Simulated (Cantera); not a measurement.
An isothermal, constant-pressure homogeneous reactor starts with H₂ : O₂ : N₂ = 1.4 : 1 : 3.5 (molar parts), equivalence ratio 0.70, at 1023 K and 100.0 Torr.

Model: GRI-Mech 3.0 (53 species, 325 reactions), integrated in Cantera. Radical loss at walls, strong at low pressure, is not modelled. The temperature is held fixed by assumption; the heat of reaction is taken as removed at once.

One state of this run: x H₂ = 6.37e-5; x O₂ = 0.0577; x NO₂ = 6.72e-8; x H₂O = 0.269; x H₂O₂ = 4.63e-7; x NO = 2.33e-6; x N₂O = 1.52e-8. x: mole fraction; the columns are a selection and need not sum to one.

Which value of t (s) does it belong to?
(A) 0.0260
(B) 0.00949
(C) 2.25e-5
(D) 0.195

A, 0.0260
